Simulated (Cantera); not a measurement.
## Transport properties of process gases

Gas mixture: N₂O = 0.72 (molar parts), at 7900 Pa, frozen composition.

Cantera's kinetic-theory transport with the Lennard-Jones parameters of GRI-Mech 3.0, ideal gas; thermal conductivity in the mixture-averaged form. The composition is frozen, though it would react at the higher temperatures.

| T (K) | ρ (kg/m³) | cp (J/kg/K) | μ (µPa s) | λ (mW/m/K) | Pr | D (cm²/s) CH₄ | D (cm²/s) C₂H₂ | D (cm²/s) H₂ |
|---|---|---|---|---|---|---|---|---|
| 400 | 0.105 | 970.3 | 19.5 | 25.5 | 0.741 | 3.73 | 2.70 | 13.8 |
| 600 | 0.0697 | 1101 | 27.3 | 40.7 | 0.739 | 7.69 | 5.65 | 27.6 |
| 800 | 0.0523 | 1192 | 34.0 | 54.9 | 0.739 | 12.7 | 9.38 | 44.7 |
| 1000 | 0.0418 | 1255 | 40.0 | 68.0 | 0.739 | 18.6 | 13.8 | 64.9 |
| 1200 | 0.0348 | 1294 | 45.5 | 80.1 | 0.735 | 25.3 | 18.8 | 87.9 |
| 1400 | 0.0299 | 1327 | 50.5 | 91.4 | 0.733 | 32.7 | 24.4 | 114 |
| 1600 | 0.0261 | 1353 | 55.2 | 102 | 0.732 | 40.9 | 30.6 | 142 |
D: mixture-averaged diffusion coefficient of that species in the mixture.
